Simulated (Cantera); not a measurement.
Input: 1 mol Si₂H₆, 0.11 mol O₃, 17 mol H₂, at 54.0 Pa.

Method: chemical equilibrium by Gibbs-energy minimisation in Cantera with the NASA 1993 tables (ideal gas, pure condensed phases). Candidate condensed phases: H₂O, Si, SiO₂; 18 gas species. The feed counts by its element totals alone. Mutual solubility and eutectic melting of coexisting phases are not modelled. The tables hold silica as quartz up to 1696 K and as liquid above; real silica turns to tridymite and cristobalite and melts near 1996 K. The numbers say what is thermodynamically allowed, not how fast it happens.

log p: log10 of the partial pressure in bar; n: condensed amount in mol.

```csv
T (K),log p H₂,log p SiO,log p H,log p Si,log p SiH,log p SiH₂,n Si(s),n SiO₂(α-quartz),n SiO₂(β-quartz)
650,-3.27,<-15,<-15,<-15,<-15,<-15,1.83,0.165,0
725,-3.27,<-15,-14.66,<-15,<-15,<-15,1.83,0.165,0
800,-3.27,-13.84,-13.17,<-15,<-15,<-15,1.83,0.165,0
875,-3.27,-11.88,-11.93,<-15,<-15,-15.10,1.83,0,0.165
950,-3.27,-10.24,-10.89,<-15,<-15,-13.96,1.83,0,0.165
1025,-3.27,-8.84,-9.99,-15.18,-15.07,-12.99,1.83,0,0.165
1100,-3.27,-7.64,-9.22,-13.63,-13.78,-12.15,1.83,0,0.165
1175,-3.27,-6.59,-8.55,-12.27,-12.66,-11.42,1.83,0,0.160
1250,-3.27,-5.67,-7.95,-11.08,-11.67,-10.77,1.80,0,0.125
1325,-3.27,-5.06,(withheld),(withheld),(withheld),(withheld),1.67,0,0
1400,-3.27,-5.06,(withheld),(withheld),(withheld),(withheld),1.67,0,0
1475,-3.27,-5.06,-6.52,-8.24,-9.33,-9.24,1.67,0,0
1550,-3.28,-5.06,-6.14,-7.48,-8.70,-8.83,1.67,0,0
1625,-3.28,-5.06,-5.79,-6.79,-8.13,-8.46,1.66,0,0
```

Task: Some entries are withheld; supply them.

Result: 
- 1325, log p H: -7.42
- 1325, log p Si: -10.03
- 1325, log p SiH: -10.80
- 1325, log p SiH₂: -10.21
- 1400, log p H: -6.95
- 1400, log p Si: -9.08
- 1400, log p SiH: -10.02
- 1400, log p SiH₂: -9.70
